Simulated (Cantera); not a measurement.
**Low-pressure radical oxidation in H2/O2**

An isothermal, constant-pressure homogeneous reactor starts with H2 : O2 : N2 = 0.27 : 1 : 0.32 (molar parts), at 1175 K and 26.3 Torr.

Model: GRI-Mech 3.0 (53 species, 325 reactions), integrated in Cantera. Radical loss at walls, strong at low pressure, is not modelled. The temperature is held fixed by assumption; the heat of reaction is taken as removed at once.

```
t (s)         x H2   x O2     x NO    x H2O2     x HO2     x H2O       x H
--------  --------  -----  -------  --------  --------  --------  --------
2.00e-6      0.170  0.629   <1e-12    <1e-12  3.18e-10    <1e-12  3.08e-10
7.02e-6      0.170  0.629   <1e-12    <1e-12   1.12e-9  3.42e-11   1.03e-9
2.47e-5      0.170  0.629   <1e-12  1.40e-12   3.93e-9   1.05e-9   3.72e-9
8.66e-5      0.170  0.629   <1e-12  1.73e-11   1.40e-8   3.60e-8   3.17e-8
0.000304     0.170  0.629   <1e-12  3.74e-10   2.06e-7   2.25e-5   1.40e-5
0.00107    0.00846  0.544  3.49e-7   6.31e-7   1.72e-5     0.136    0.0499
0.00375    0.00293  0.579  1.11e-6   8.47e-7   1.76e-5     0.173   0.00891
0.0132    0.000255  0.593  1.18e-6   5.43e-7   7.59e-6     0.184  0.000206
0.0462     1.86e-5  0.594  1.18e-6   1.65e-7   1.23e-6     0.185   4.33e-6
0.162      2.29e-6  0.594  1.18e-6   4.65e-8   2.02e-7     0.185   2.08e-7
0.570      4.19e-7  0.594  1.18e-6   1.34e-8   4.37e-8     0.186   1.74e-8
2.00       9.53e-8  0.594  1.18e-6   3.91e-9   1.41e-8     0.186   1.95e-9
```
x: mole fraction; the columns are a selection and need not sum to one.

Equilibrium at this temperature and pressure: H2 9.68e-9, O2 0.594, NO 0.000144, H2O2 5.10e-10, HO2 1.30e-8, H2O 0.186, H 6.49e-11 (gas phase only).
